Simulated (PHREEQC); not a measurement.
Consider water at 20 °C with 0.064 mol HF, 0.005 mol (NH4)2SiF6 and 0.16 mol H3PO4 per kg of water. Closed to the air; pH follows from the charge balance.

All values are PHREEQC results (ion-association model, phreeqc.dat), not measurements.

Question: The ionic strength comes out as 0.0521 mol/kgw. What activity coefficients do NH4+, H+, SiF6-2, H2PO4-, HF2- get?

Answer: NH4+ 0.80, H+ 0.85, SiF6-2 0.46, H2PO4- 0.83, HF2- 0.82.

Precipitation was switched off in this run. Species that the database lacks are ignored. SiF6-2 is the database's only silicon fluoride.
